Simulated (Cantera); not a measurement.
**SiHCl₃ + NH₃ + N₂ (silicon nitride deposition)**

Charge: 1 mol SiHCl₃, 0.24 mol NH₃, 65 mol N₂, at 975 K and 31.5 Torr.

Method: chemical equilibrium by Gibbs-energy minimisation in Cantera with the NASA 1993 tables (ideal gas, pure condensed phases). Candidate condensed phases: NH₄Cl, Si, Si₃N₄; 28 gas species. Equilibrium is a limit: real reactors are often held back by kinetics, nucleation or transport.

```
Item                                  Value
--------------------------------  ---------
x(N₂)                                 0.970
x(HCl)                               0.0216
x(SiCl₄)                            0.00584
x(H₂)                               0.00210
x(SiCl₃)                            4.32e-6
x(SiHCl₃)                           3.24e-6
n(Si₃N₄(s))                       0.203 mol
gas amount                        66.68 mol
log10 activity of Si(s) (absent)      -6.60
```
